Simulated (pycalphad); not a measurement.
Phase fractions of Hf-0.1582C (wt.%)

Computed with pycalphad from the COST 507 light-alloy database (1999), at 1 atm. The data set is of 1999 and partly superseded. Phase fractions are per mole of atoms. Kinetics are ignored, which matters at the lower temperatures.

```
T (K)  LIQUID  HCP_A3  BCC_A2  FCC_A1
-----  ------  ------  ------  ------
2550    1.000       -       -       -
2400        -       …       …       -
2250        -       …       -       -
750         -   0.995       -   0.005
600         -   0.980       -   0.020
```

Task: What belongs in the gaps?

Result: 
- 2400, HCP_A3: 0.853
- 2400, BCC_A2: 0.147
- 2250, HCP_A3: 1.000

FCC_A1 is fcc; BCC_A2 is bcc; HCP_A3 is hcp. The fcc model also describes the rock-salt carbide or nitride (TiC, TiN, HfC).
